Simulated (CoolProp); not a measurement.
The numbers come from the reference Helmholtz-energy equation of state, Eisenbach 2021 in CoolProp.

**Question.** For propylene glycol, give the phase and the density (kg/m³), cp (kJ/(kg K)), speed of sound (m/s), Joule-Thomson coefficient (K/MPa) at 346.85 °C and 27.3 bar; 346.85 °C and 41 bar; 346.85 °C and 61.5 bar.

**Answer.** 
- 346.85 °C and 27.3 bar: gas; density 50.9, cp 3.39, speed of sound 213, Joule-Thomson coefficient 8.58
- 346.85 °C and 41 bar: liquid; density 673, cp 4.69, speed of sound 498, Joule-Thomson coefficient 0.392
- 346.85 °C and 61.5 bar: liquid; density 684, cp 4.56, speed of sound 532, Joule-Thomson coefficient 0.315
